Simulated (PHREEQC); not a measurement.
Make-up at 20 °C: 0.0054 mol HBF4 and 0.00057 mol Mn(NO3)2 per kg of water. Closed to the air; pH follows from the charge balance.

Model: ion-association model, phreeqc.dat, run in PHREEQC.

Question: The ionic strength comes out as 0.00674 mol/kgw. What activity coefficients do BF3OH-, Mn+2, F-, HF2-, BF4- get?

Answer: BF3OH- 0.92, Mn+2 0.72, F- 0.92, HF2- 0.92, BF4- 0.92.

Precipitation was switched off in this run. Species that the database lacks are ignored. Real BF4- forms and hydrolyses slowly; the run takes it at equilibrium.
